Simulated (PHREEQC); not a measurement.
Consider water at 20 °C with 0.011 mol HCl, 8.5e-05 mol ZnSO4 and 0.0065 mol MgCl2 per kg of water. Closed to the air; pH follows from the charge balance.

Model: ion-association model, wateq4f.dat, run in PHREEQC.

| quantity | before | after |
|---|---|---|
| pH | 2.02 | 2.28 |
| SO4-2 (mol/kgw) | 4.45e-5 | 4.76e-5 |
| HSO4- (mol/kgw) | 2.32e-5 | 1.33e-5 |
| ZnCl+ (mol/kgw) | 2.31e-6 | 2.27e-6 |
| ZnSO4 (mol/kgw) | 2.37e-7 | 2.44e-7 |
| ZnCl2 (mol/kgw) | 4.04e-8 | 3.93e-8 |
| SI of Goslarite (ZnSO4:7H2O) | -6.98 | -6.96 |
| SI of Zincite(c) (ZnO) | -11.73 | -11.20 |

What was changed between the two runs?
(A) MgCl2 left out
(B) ZnSO4 from 8.5e-05 to 4.25e-05 mol/kgw
(C) MgCl2 from 0.0065 to 0.00065 mol/kgw
(D) MgCl2 from 0.0065 to 0.013 mol/kgw
(E) 0.0025 mol/kgw Ca(OH)2 added

E, 0.0025 mol/kgw Ca(OH)2 added

No solid was allowed to form.
